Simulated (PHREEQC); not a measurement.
A solution holds 0.023 mol NaHSO4, 0.26 mol NaOH and 0.0036 mol H2SO4 per kg of water, at 25 °C. Closed to the air; pH follows from the charge balance.

The numbers come from PHREEQC with the ion-association model, phreeqc.dat.

**Question.** The ionic strength comes out as 0.296 mol/kgw. What activity coefficients do Na+, SO4-2, NaSO4-, OH- get?

**Answer.** Na+ 0.73, SO4-2 0.25, NaSO4- 0.72, OH- 0.67.

Precipitation was switched off in this run.
